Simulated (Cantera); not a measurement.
Input: 1 mol B2O3, 2.7 mol F2, 6 mol H2, at 1425 K and 4.90 mbar.

These are equilibrium values from Cantera (NASA tables, ideal gas, pure condensed phases), not measurements of a reactor. Candidate condensed phases: B, B2O3, B3O3H3, H2O; 43 gas species. Gases not in the tables: H3BO3. Equilibrium is a limit: real reactors are often held back by kinetics, nucleation or transport.

Q: What is the equilibrium state?

A: 
```json
{
  "x(H2)": "0.347",
  "x(HF)": "0.334",
  "x(BOF)": "0.170",
  "x(H2O)": "0.108",
  "x(BF3)": "0.0210",
  "x(HBO2)": "0.0181",
  "x(B3O3F3)": "0.000317",
  "x(B2O3)": "9.03e-5",
  "x(H)": "5.74e-5",
  "gas_amount": "9.495 mol",
  "log10 activity of B(s) (absent)": "-7.46",
  "log10 activity of B3O3H3(s) (absent)": "-18.71"
}
```
